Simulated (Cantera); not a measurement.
A closed system holds: 1 mol Si₂H₆, a varied amount of NO, 42 mol H₂, held at 1177 °C and 55.0 Pa.

Method: chemical equilibrium by Gibbs-energy minimisation in Cantera with the NASA 1993 tables (ideal gas, pure condensed phases). Candidate condensed phases: H₂O, Si, SiO₂, Si₂N₂O, Si₃N₄; 35 gas species. The feed counts by its element totals alone. Mutual solubility and eutectic melting of coexisting phases are not modelled. The tables hold silica as quartz up to 1696 K and as liquid above; real silica turns to tridymite and cristobalite and melts near 1996 K. Rates play no part.

x: gas mole fraction; n: condensed amount in mol.

```csv
n(NO) (mol),x H₂,x H₂O,x N₂,x SiO,x H,n Si(s),n Si₂N₂O(s),n SiO₂(β-quartz)
0.44,0.991,3.52e-8,0.00203,0.00687,0.000401,1.43,…,0
0.66,0.989,4.52e-8,0.00158,0.00883,0.000401,1.08,…,0
1,0.986,6.18e-8,0.00115,0.0121,0.000401,0.552,…,0
1.5,0.973,9.14e-7,0.00540,0.0216,0.000398,0,…,0
2.3,0.940,1.84e-5,0.0240,0.0355,0.000391,0,0,0.299
3.5,0.952,6.24e-5,0.0370,0.0106,0.000393,0,0,1.50
5.3,0.917,0.0273,0.0556,2.34e-5,0.000386,0,0,2.00
8,0.836,0.0816,0.0816,7.14e-6,0.000369,0,0,2.00
```

Fill in the missing entries.


- 0.44, n Si₂N₂O(s): 0.128
- 0.66, n Si₂N₂O(s): 0.258
- 1, n Si₂N₂O(s): 0.448
- 1.5, n Si₂N₂O(s): 0.500
